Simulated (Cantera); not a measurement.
What does this Cantera script print?

```python
import numpy as np
import cantera as ct

gas = ct.Solution("gri30.yaml")


def delay(T, t_max=10):
    gas.TPX = T, 56000, {'CH4': 1, 'C2H6': 0.065, 'O2': 2.75, 'N2': 10.3}
    reactor = ct.IdealGasConstPressureReactor(gas, clone=False)
    net = ct.ReactorNet([reactor])
    net.rtol, net.atol = 1e-8, 1e-16
    while net.time < t_max:
        t_old, T_old = net.time, reactor.T
        net.step()
        if reactor.T > T + 400:  # ignition: a rise of 400 K
            return t_old + (T + 400 - T_old) / (reactor.T - T_old) * (net.time - t_old)
    return np.nan


taus = []
for T in [1075, 1150, 1225, 1300, 1375, 1450, 1525, 1600]:
    taus.append(delay(T))
    print(f"T0 = {T:6g} K   tau = {taus[-1]:.4e} s")
```

Output:

```
T0 =   1075 K   tau = 7.0452e-02 s
T0 =   1150 K   tau = 2.5588e-02 s
T0 =   1225 K   tau = 9.9736e-03 s
T0 =   1300 K   tau = 4.0719e-03 s
T0 =   1375 K   tau = 1.7446e-03 s
T0 =   1450 K   tau = 7.9861e-04 s
T0 =   1525 K   tau = 3.9853e-04 s
T0 =   1600 K   tau = 2.1863e-04 s
```

Model: GRI-Mech 3.0 (53 species, 325 reactions), integrated in Cantera.
